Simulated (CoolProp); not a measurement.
Vapour-liquid equilibrium of R114 (1) + n-pentane (2) at 0.69 MPa; x and y are mole fractions of (1).

Model: multi-fluid Helmholtz-energy mixture model, Platzer 1990 and Thol 2019; pair parameters Bell 2016, in CoolProp. This equation is an older, rougher fit; its heat capacities, sound speeds and derivatives of the liquid may be far off and weren't checked against measurements.

```tsv
x	bubble temperature (K)	y at the bubble point	dew temperature at overall composition x (K)	liquid density (mol/L)
0.05	375.4	0.125	378.2	7.369
0.2	364.3	0.395	372.4	7.475
0.35	[?]	0.566	366.3	7.532
0.5	351.2	0.687	359.7	7.565
0.65	347.0	[?]	352.9	7.589
0.8	[?]	[?]	346.4	7.619
0.95	[?]	0.966	341.4	7.662
```

Complete the blanks.


- 0.35, bubble temperature (K): 356.7
- 0.65, y at the bubble point: 0.784
- 0.8, bubble temperature (K): 343.7
- 0.8, y at the bubble point: 0.872
- 0.95, bubble temperature (K): 341.0

No azeotrope shows between x = 0.05 and 0.95.

The pair parameters rest on a limited set of measurements; away from them the model extrapolates.
